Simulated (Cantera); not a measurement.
Charge: 1 mol Si, 0.0021 mol H₂O, 11 mol N₂, equilibrated at 1825 K and 0.133 bar.

Cantera equilibrium calculation (NASA polynomials, part measured and part estimated; ideal gas, pure solids and liquids). Candidate condensed phases: H₂O, Si, SiO₂, Si₂N₂O, Si₃N₄; 35 gas species. The numbers say what is thermodynamically allowed, not how fast it happens.

Base state: N₂ 1.000, SiO 0.000203, H₂ 0.000195, H 1.68e-5 (mole fractions); condensed: Si₃N₄(s).

Task: What changes in the equilibrium state with this change: temperature from 1825 K to 1000 K?

Result: 
```
species           before     after
--------------  --------  --------
N₂                 1.000     1.000
H₂              0.000195  0.000203
SiO             0.000203     <1e-9
H                1.68e-5     <1e-9
Si₃N₄(s), mol      0.333     0.332
Si₂N₂O(s), mol         0   0.00210
```
N₂ is the only nitrogen source here; it is nearly inert below about 1500 K, so the nitride shown seldom forms there in practice.

Task: What changes in the equilibrium state with this change: H₂O from 0.0021 to 0.018 mol?

Result: 
```json
[
 {"species": "N₂", "before": "1.000", "after": "0.997"},
 {"species": "H₂", "before": "0.000195", "after": "0.00171"},
 {"species": "SiO", "before": "0.000203", "after": "0.00168"},
 {"species": "H", "before": "1.68e-5", "after": "4.99e-5"},
 {"species": "Si₃N₄(s), mol", "before": "0.333", "after": "0.327"},
 {"species": "Si₂N₂O(s), mol", "before": "0", "after": "0.000570"}
]
```
Mutual solubility and eutectic melting of coexisting phases are not modelled.

Task: What changes in the equilibrium state with this change: H₂O from 0.0021 to 0.058 mol?

Result: 
| species | before | after |
|---|---|---|
| N₂ | 1.000 | 0.993 |
| H₂ | 0.000195 | 0.00551 |
| SiO | 0.000203 | 0.00168 |
| H | 1.68e-5 | 8.96e-5 |
| Si₃N₄(s), mol | 0.333 | 0.300 |
| Si₂N₂O(s), mol | 0 | 0.0405 |
Mutual solubility and eutectic melting of coexisting phases are not modelled.
